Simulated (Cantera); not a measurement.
## Thermodynamics of carbon deposition, reforming and gasification, feed C3H8 + NH3 + H2

A closed system holds: 1 mol C3H8, 0.033 mol NH3, 2.8 mol H2, held at 1100 K and 31.0 Pa.

These are equilibrium values from Cantera (NASA tables, ideal gas, pure condensed phases), not measurements of a reactor. Candidate condensed phases: C, C6H6, C7H8, C8H18; 92 gas species. Equilibrium is a limit: real reactors are often held back by kinetics, nucleation or transport.

```yaml
x(H2): 0.998
x(N2): 0.00240
x(CH4): 1.11e-5
x(H): 1.47e-6
x(HCN): 1.09e-6
n(C(graphite)): 3.00 mol
gas_amount: 6.866 mol
```
